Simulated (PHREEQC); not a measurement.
0.012 g of hydrous ferric oxide (600 m²/g; 0.2 weak and 0.005 strong sites per Fe, Dzombak-Morel constants, diffuse double layer) in 1 kg of water with 0.005 mol/kgw of an inert sodium salt and 3e-08 mol NiCl2, 4.2e-06 mol BaCl2 and 1.1e-05 mol SrCl2, at 25 °C; the pH is set by adding NaOH or the inert anion's acid. Oxygen is held at 0.21 atm. The system is closed to CO2. No solid was allowed to form.

Base run: PHREEQC, ion-association model, wateq4f.dat. Each further column changes one thing. The table gives Ni sorbed (%).

```csv
pH,base,no electrostatic term (-no_edl),background salt from 0.005 to 0.0005 mol/kgw,oxide from 0.012 to 0.06 g/kgw
4,0.0,0.0,0.0,0.0
4.5,0.0,0.0,0.0,0.0
5,0.0,0.1,0.0,0.1
5.5,0.1,0.6,0.1,0.7
6,1.1,5.2,1.0,5.2
6.5,8.6,30.4,[?],31.9
7.5,87.2,[?],88.7,[?]
8,97.6,[?],[?],99.5
8.5,99.1,99.2,99.2,99.9
9,99.7,99.6,99.7,99.9
9.5,99.9,99.6,99.9,100.0
10,99.9,98.8,99.9,100.0
```

**Question.** What belongs in the gaps?

**Answer.** 
- 6.5, background salt from 0.005 to 0.0005 mol/kgw: 8.9
- 7.5, no electrostatic term (-no_edl): 92.2
- 7.5, oxide from 0.012 to 0.06 g/kgw: 97.2
- 8, no electrostatic term (-no_edl): 97.7
- 8, background salt from 0.005 to 0.0005 mol/kgw: 97.8
